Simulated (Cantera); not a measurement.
**Equilibrium for boron, boron nitride and boron oxide: B2H6 + O2**

Charge: 1 mol B2H6, a varied amount of O2, equilibrated at 850 K and 1000 Pa.

Method: chemical equilibrium by Gibbs-energy minimisation in Cantera with the NASA 1993 tables (ideal gas, pure condensed phases). Candidate condensed phases: B, B2O3, B3O3H3, H2O; 23 gas species. The feed counts by its element totals alone. Gases not in the tables: H3BO3. Equilibrium is a limit: real reactors are often held back by kinetics, nucleation or transport.

From 0.13 mol O2 to 1.3 mol O2 the condensed part is B(s) + B2O3(l). From 1.7 mol O2 to 2.7 mol O2 the condensed part is B2O3(l). The share of B in condensed phases is highest at 1.7 mol O2 (99.9 %) and lowest at 2.7 mol O2 (97.9 %).

```
n(O2) (mol)   x H2     x H2O  x (HBO2)3  x B3O3H3    x HBO2     x HBO    x BH3  n B(s)  n B2O3(l)
-----------  -----  --------  ---------  --------  --------  --------  -------  ------  ---------
0.13         1.000  6.23e-10     <1e-12  0.000479  1.57e-10   1.04e-7  2.01e-9    1.83     0.0852
0.17         1.000  6.23e-10     <1e-12  0.000479  1.57e-10   1.04e-7  2.01e-9    1.77      0.112
0.22         1.000  6.23e-10     <1e-12  0.000479  1.57e-10   1.04e-7  2.01e-9    1.71      0.145
0.28         1.000  6.23e-10     <1e-12  0.000479  1.57e-10   1.04e-7  2.01e-9    1.63      0.185
0.36         1.000  6.23e-10     <1e-12  0.000479  1.57e-10   1.04e-7  2.01e-9    1.52      0.239
0.47         1.000  6.23e-10     <1e-12  0.000479  1.57e-10   1.04e-7  2.01e-9    1.37      0.312
0.6          1.000  6.23e-10     <1e-12  0.000479  1.57e-10   1.04e-7  2.01e-9    1.20      0.399
0.78         1.000  6.23e-10     <1e-12  0.000479  1.57e-10   1.04e-7  2.01e-9   0.959      0.519
1            1.000  6.23e-10     <1e-12  0.000479  1.57e-10   1.04e-7  2.01e-9   0.665      0.665
1.3          1.000  6.23e-10     <1e-12  0.000479  1.57e-10   1.04e-7  2.01e-9   0.265      0.865
1.7          0.867     0.133   0.000320    <1e-12   2.29e-6  6.20e-12   <1e-12       0      0.999
2.1          0.600     0.398    0.00166    <1e-12   3.97e-6  2.48e-12   <1e-12       0      0.993
2.7          0.200     0.795    0.00468    <1e-12   5.61e-6    <1e-12   <1e-12       0      0.979
```
x: gas mole fraction; n: condensed amount in mol.
